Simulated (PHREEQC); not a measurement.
Model water analysis in mmol/kgw, 20 °C, pH 2.62, pe 9.8:

| constituent | mmol/kgw |
|---|---|
| Na | 2.43 |
| K | 0.343 |
| Ca | 0.158 |
| Mg | 3.84 |
| Cl | 2.1 |
| S(6) | 4.2 |
| Zn | 0.041 |
| Cu(2) | 0.000975 |
| Sr | 0.00412 |

Valence states are taken as typed.

Equilibrium calculation in PHREEQC: ion-association model, wateq4f.dat.

No solid was allowed to form.

Question: Order these Ca species by the share of Ca that they hold, largest first: CaHSO4+, CaSO4, Ca+2.

Answer: Ca+2 (82 %), CaSO4 (17 %), CaHSO4+ (0.26 %)

The pH is 2.62 and the ionic strength 0.0165 mol/kgw. Species that the database lacks are ignored.
